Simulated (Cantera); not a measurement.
Cantera with NASA thermochemical tables; ideal gases at 1 bar, condensed phases pure. Values are per mole of reaction as written; species without (g) are pure solids or liquids, kept so even where they would boil at 1 bar.

Between 300 and 1798 K, where is each reaction favourable under standard conditions?
- V + 4 OH(g) → VO₂(g) + 2 H₂O(g)


- V + 4 OH(g) → VO₂(g) + 2 H₂O(g): ΔG° is -837 kJ at 300 K and -617 kJ at 1798 K; it stays negative (K > 1). ΔH° is -900 kJ and ΔS° -158 J/K at 1798 K.
